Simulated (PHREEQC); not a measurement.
1.2 g of hydrous ferric oxide (600 m²/g; 0.2 weak and 0.005 strong sites per Fe, Dzombak-Morel constants, diffuse double layer) in 1 kg of water with 0.01 mol/kgw of an inert sodium salt and 0.0012 mol NiCl2, at 25 °C; the pH is set by adding NaOH or the inert anion's acid. O2 is buffered at 0.21 atm. No CO2 enters from the air. Nothing may precipitate in this run.

Model: ion-association model, wateq4f.dat, run in PHREEQC.

Predict Ni sorbed (%), surface charge σ (C/m²), surface potential ψ (mV) at pH = 4.67, 6.67.


```csv
pH,Ni sorbed (%),surface charge σ (C/m²),surface potential ψ (mV)
4.67,0.5,0.158,160
6.67,35.6,0.039,92
```

Along this series the solution becomes supersaturated in solids that the run did not let form, among them Ni(OH)2.
